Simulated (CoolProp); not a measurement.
Properties of R11 along the isobar 9.98 MPa.

Computed with CoolProp (reference Helmholtz-energy equation of state, Jacobsen 1992).

```csv
T (K),phase,Z,speed of sound (m/s),expansivity (1/kK),fugacity coefficient
425.2,liquid,0.3295,431.8,2.697,0.2196
434.5,liquid,0.3309,406.4,2.905,0.2464
443.9,liquid,0.3333,380.7,3.153,0.2747
453.2,liquid,0.3366,355.2,3.446,0.3037
462.6,liquid,0.3412,329.5,3.805,0.3337
471.9,supercritical,0.3472,304.1,4.240,0.3640
481.3,supercritical,0.3551,278.9,4.781,0.3949
490.6,supercritical,0.3653,254.6,5.437,0.4255
500,supercritical,0.3786,231.5,6.226,0.4561
```
